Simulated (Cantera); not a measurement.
Feed: 1 mol TEOS, 4.2 mol NO, held at 1000 Pa.

Equilibrium computed with Cantera from the NASA thermochemical tables; the gas is ideal and each condensed phase is pure. Candidate condensed phases: C, C6H6, C7H8, C8H18, H2O, Si, SiC, SiO2, Si2N2O, Si3N4; 151 gas species. The feed counts by its element totals alone. Mutual solubility and eutectic melting of coexisting phases are not modelled. The tables hold silica as quartz up to 1696 K and as liquid above; real silica turns to tridymite and cristobalite and melts near 1996 K. Rates play no part.

Question: What share of the Si ends up in condensed phases as a function of T (K), at 1148, 1223, 1298, 1373, 1448, 1523, 1598?

Answer: 
```tsv
T (K)	Si condensed (%)	as
1148	100.0	SiO2(β-quartz)
1223	100.0	SiO2(β-quartz)
1298	100.0	Si2N2O(s)
1373	99.9	Si2N2O(s)
1448	99.6	Si2N2O(s)
1523	97.5	SiC(s) + Si2N2O(s)
1598	82.8	SiC(s) + Si2N2O(s)
```
